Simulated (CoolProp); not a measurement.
50 sccm (0 °C, 1 atm) of nitrogen bubbles through liquid ethanol at 320.1 K and leaves saturated at a total pressure of 0.15 MPa (ideal gas phase). Each further row changes one setting.

Model: reference Helmholtz-energy equation of state, Schroeder 2014, in CoolProp.

```tsv
case	vapour pressure (kPa)	mole fraction of vapour	delivery (mg/min)	delivery (sccm)	change of delivery for a bath 1 K warmer (%)
as stated	25.4	0.169	20.9	10.2	6.1
bath temperature 325.1 K	32.3	0.215	28.2	(withheld)	6.2
total pressure 0.3 MPa	25.4	(withheld)	9.49	(withheld)	(withheld)
```

Problem. Fill in the missing entries.

Solution. 
- bath temperature 325.1 K, delivery (sccm): 13.7
- total pressure 0.3 MPa, mole fraction of vapour: 0.0845
- total pressure 0.3 MPa, delivery (sccm): 4.62
- total pressure 0.3 MPa, change of delivery for a bath 1 K warmer (%): 5.5
